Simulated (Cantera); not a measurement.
**Pyrogenic steam for wet oxidation**

A perfectly stirred reactor is fed with H₂ : O₂ : N₂ = 1.5 : 1 : 2.8 (molar parts), at 100000 Pa; it is held at 1225 K, and followed from long to short residence time.

Detailed kinetics in Cantera: the H2/O2 subset of GRI-Mech 3.0, which has no nitrogen chemistry. The temperature is held fixed by assumption; the heat of reaction is taken as removed at once.

```csv
τ (s),x H₂,x O₂,x H,x OH,x O,x H₂O
1.9,0.000172,0.0550,8.81e-7,5.73e-5,2.32e-6,0.329
0.72,0.000332,0.0551,2.30e-6,7.82e-5,5.04e-6,0.329
0.28,0.000608,0.0552,5.83e-6,0.000109,1.09e-5,0.329
0.11,0.00107,0.0554,1.46e-5,0.000157,2.33e-5,0.328
0.043,0.00184,0.0557,3.68e-5,0.000231,4.93e-5,0.327
0.017,0.00308,0.0562,9.13e-5,0.000343,0.000101,0.326
0.0065,0.00519,0.0572,0.000233,0.000521,0.000203,0.323
0.0025,0.00866,0.0587,0.000581,0.000785,0.000392,0.319
0.00099,0.0141,0.0612,0.00138,0.00116,0.000715,0.311
0.00039,0.0229,0.0652,0.00318,0.00169,0.00126,0.299
```
x: mole fraction; the columns are a selection and need not sum to one.
